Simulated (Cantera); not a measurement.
Feed: 1 mol C3H8, 0.066 mol H2O, 0.39 mol H2, equilibrated at 133 Pa.

Equilibrium computed with Cantera from the NASA thermochemical tables; the gas is ideal and each condensed phase is pure. Candidate condensed phases: C, C6H6, C7H8, C8H18, H2O; 110 gas species. Rates play no part. All values below are at 1048 K.

Base state: H2 0.985, CO 0.0146, CH4 7.56e-5 (mole fractions); condensed: C(graphite).

### Question
What changes in the equilibrium state with this change: 1.6 mol NH3 added?

### Answer
| species | before | after |
|---|---|---|
| H2 | 0.985 | 0.888 |
| N2 | 0 | 0.104 |
| CO | 0.0146 | 0.00855 |
| CH4 | 7.56e-5 | 6.13e-5 |
| C(graphite), mol | 2.93 | 2.93 |

### Question
What changes in the equilibrium state with this change: H2O from 0.066 to 0.041 mol?

### Answer
```csv
species,before,after
H2,0.985,0.991
CO,0.0146,0.00917
CH4,7.56e-5,7.64e-5
"C(graphite), mol",2.93,2.96
```
